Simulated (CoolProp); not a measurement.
A closed Brayton cycle with carbon dioxide: compressor inlet 313.15 K and 9.3 MPa, high pressure 27.5 MPa, turbine inlet 925 K, compressor efficiency 0.85, turbine efficiency 0.9, recuperator effectiveness 0.8 (on enthalpy, no pinch check). Each further row changes one setting.

Computed with CoolProp (reference Helmholtz-energy equation of state, Span 1996).

```tsv
case	thermal efficiency (%)	net work (kJ/kg)	compressor to turbine work	compressor exit (K)	turbine exit (K)
as stated	(withheld)	128	0.21	356.8	785.8
turbine inlet 875 K	32.3	118	(withheld)	356.8	(withheld)
compressor inlet 323.15 K	32.3	111	0.31	401.7	785.8
high pressure 23.4 MPa	30.7	(withheld)	0.19	349.6	(withheld)
recuperator effectiveness 0.5	(withheld)	128	0.21	356.8	785.8
```

**Question.** Fill in the missing entries.

**Answer.** 
- as stated, thermal efficiency (%): 33.1
- turbine inlet 875 K, compressor to turbine work: 0.22
- turbine inlet 875 K, turbine exit (K): 740.6
- high pressure 23.4 MPa, net work (kJ/kg): 112
- high pressure 23.4 MPa, turbine exit (K): 805.8
- recuperator effectiveness 0.5, thermal efficiency (%): 23.6
